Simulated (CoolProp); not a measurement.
Vapour-liquid equilibrium of R125 (1) + R245fa (2) at 272.9 K; x and y are mole fractions of (1).

Computed with CoolProp (multi-fluid Helmholtz-energy mixture model, Lemmon 2005 and Akasaka 2015; pair parameters Bell 2016).

```json
[
 {"x": "0.05", "bubble pressure (MPa)": "0.08665", "y at the bubble point": "0.412", "dew pressure at overall composition x (MPa)": "0.05531", "liquid density (mol/L)": "___"},
 {"x": "0.2", "bubble pressure (MPa)": "0.1820", "y at the bubble point": "___", "dew pressure at overall composition x (MPa)": "0.06507", "liquid density (mol/L)": "___"},
 {"x": "0.35", "bubble pressure (MPa)": "0.2709", "y at the bubble point": "0.856", "dew pressure at overall composition x (MPa)": "0.07897", "liquid density (mol/L)": "___"},
 {"x": "0.5", "bubble pressure (MPa)": "0.3573", "y at the bubble point": "0.910", "dew pressure at overall composition x (MPa)": "0.1003", "liquid density (mol/L)": "___"},
 {"x": "0.65", "bubble pressure (MPa)": "0.4441", "y at the bubble point": "0.945", "dew pressure at overall composition x (MPa)": "0.1372", "liquid density (mol/L)": "11.00"},
 {"x": "0.8", "bubble pressure (MPa)": "0.5342", "y at the bubble point": "0.971", "dew pressure at overall composition x (MPa)": "0.2152", "liquid density (mol/L)": "11.04"},
 {"x": "0.95", "bubble pressure (MPa)": "0.6308", "y at the bubble point": "0.993", "dew pressure at overall composition x (MPa)": "0.4601", "liquid density (mol/L)": "11.03"}
]
```

### Question
Some entries are withheld; supply them.

### Answer

- 0.05, liquid density (mol/L): 10.53
- 0.2, y at the bubble point: 0.751
- 0.2, liquid density (mol/L): 10.67
- 0.35, liquid density (mol/L): 10.80
- 0.5, liquid density (mol/L): 10.91

No azeotrope shows between x = 0.05 and 0.95.

The pair parameters rest on a limited set of measurements; away from them the model extrapolates. The gap from Raoult's law changes sign with composition, which may be real or a fault of the pair parameters; it wasn't checked against measurements.
